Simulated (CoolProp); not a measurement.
Vapour-liquid equilibrium of propylene (1) + dimethyl ether (2) at 48.35 °C; x and y are mole fractions of (1).

Values from CoolProp's multi-fluid Helmholtz-energy mixture model, Lemmon 2013 and Wu 2011; pair parameters Bell 2016.

| x | bubble pressure (kPa) | y at the bubble point | dew pressure at overall composition x (kPa) | liquid density (mol/L) |
|---|---|---|---|---|
| 0.05 | 1154 | 0.086 | 1130 | 13.35 |
| 0.125 | 1235 | 0.200 | 1181 | (withheld) |
| 0.2 | 1313 | 0.299 | 1235 | 12.95 |
| 0.275 | (withheld) | 0.388 | 1293 | 12.75 |
| 0.35 | 1460 | (withheld) | 1355 | 12.56 |
| 0.425 | 1530 | 0.540 | 1421 | 12.36 |
| 0.5 | 1597 | 0.608 | 1491 | 12.16 |
| 0.575 | 1661 | 0.671 | 1564 | 11.97 |
| 0.65 | 1723 | 0.731 | 1640 | 11.78 |
| 0.725 | 1783 | 0.790 | 1717 | 11.60 |
| 0.8 | 1840 | (withheld) | (withheld) | 11.42 |
| 0.875 | 1895 | 0.904 | 1868 | (withheld) |
| 0.95 | 1948 | 0.961 | 1938 | 11.07 |

Question: Fill in the missing entries.

Answer: 
- 0.125, liquid density (mol/L): 13.15
- 0.275, bubble pressure (kPa): 1388
- 0.35, y at the bubble point: 0.467
- 0.8, y at the bubble point: 0.847
- 0.8, dew pressure at overall composition x (kPa): 1793
- 0.875, liquid density (mol/L): 11.24

No azeotrope shows between x = 0.05 and 0.95.

Pair parameters are fitted to limited data, so mixtures are less certain than the pure fluids.
